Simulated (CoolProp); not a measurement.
Decamethylcyclopentasiloxane (D5) along the isotherm 620 K: Z from the reference equation and from simpler models built on Tc = 618.3 K, pc = 1078 kPa, ω = 0.631; each cubic takes its own stable root.

Computed with CoolProp (reference Helmholtz-energy equation of state, Thol 2019).

```tsv
p (kPa)	phase	reference	Pitzer virial	van der Waals
59.9	gas	0.9801	0.9802	0.9834
120	gas	(withheld)	0.9604	0.9662
180	gas	0.9385	0.9406	0.9486
239	gas	0.9171	0.9211	0.9306
299	gas	0.8947	0.9013	0.9118
359	gas	0.8714	0.8815	0.8922
419	gas	0.8471	0.8617	0.8717
479	gas	0.8218	(withheld)	(withheld)
539	gas	0.7954	0.8221	0.8280
```

Question: Fill in the missing entries.

Answer: 
- 120, reference: 0.9596
- 479, Pitzer virial: 0.8419
- 479, van der Waals: 0.8504
